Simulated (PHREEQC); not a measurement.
0.048 g of hydrous ferric oxide (600 m²/g; 0.2 weak and 0.005 strong sites per Fe, Dzombak-Morel constants, diffuse double layer) in 1 kg of water with 0.1 mol/kgw of an inert sodium salt and 9.5e-05 mol ZnSO4, at 25 °C; the pH is set by adding NaOH or the inert anion's acid. Oxygen alone is held at its pressure in air (log pO2 = -0.68). No CO2 enters from the air. No solid was allowed to form.

The numbers come from PHREEQC with the ion-association model, wateq4f.dat.

| pH | S sorbed (%) | Zn sorbed (%) | surface charge σ (C/m²) | surface potential ψ (mV) |
|---|---|---|---|---|
| 4 | 30.6 | 0.0 | 0.159 | 111 |
| 4.5 | 27.9 | 0.0 | 0.150 | 108 |
| 5 | 22.8 | 0.4 | 0.134 | 102 |
| 5.5 | 16.1 | 1.6 | 0.114 | 94 |
| 6 | 9.3 | 3.3 | 0.092 | 84 |
| 6.5 | 4.2 | 7.7 | 0.071 | 72 |
| 7 | 2.0 | 21.0 | 0.059 | 64 |
| 7.5 | 1.2 | 38.3 | 0.056 | 62 |
| 8 | 0.5 | 51.7 | 0.053 | 59 |
| 8.5 | 0.2 | 58.2 | 0.046 | 54 |
| 9 | 0.0 | 58.1 | 0.030 | 38 |
| 9.5 | 0.0 | 55.5 | 0.010 | 13 |
| 10 | 0.0 | 52.5 | -0.010 | -14 |
| 10.5 | 0.0 | 48.9 | -0.034 | -42 |
| 11 | 0.0 | 43.3 | -0.068 | -70 |
| 11.5 | 0.0 | 33.4 | -0.128 | -99 |
| 12 | 0.0 | 17.0 | -0.229 | -126 |

Along this series the solution becomes supersaturated in solids that the run did not let form, among them Zincite(c). Complexes and solids missing from the database can't appear.
